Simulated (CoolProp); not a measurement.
A Linde-Hampson liquefier for ethylene: isothermal reversible compression at 320 K from 1 atm to 5 MPa, throttling to 1 atm, return gas leaving the recuperator 2 K below the feed. Each further row changes one setting.

Model: reference Helmholtz-energy equation of state, Smukala 2000, in CoolProp.

| case | liquid yield per pass | compression work (kJ/kg of gas) |
|---|---|---|
| as stated | … | 347 |
| high pressure 10 MPa | … | 386 |
| warm-end temperature 350 K | … | … |
| warm-end gap 7 K | … | 347 |

Fill in the missing entries.


- as stated, liquid yield per pass: 0.117
- high pressure 10 MPa, liquid yield per pass: 0.317
- warm-end temperature 350 K, liquid yield per pass: 0.083
- warm-end temperature 350 K, compression work (kJ/kg of gas): 387
- warm-end gap 7 K, liquid yield per pass: 0.106
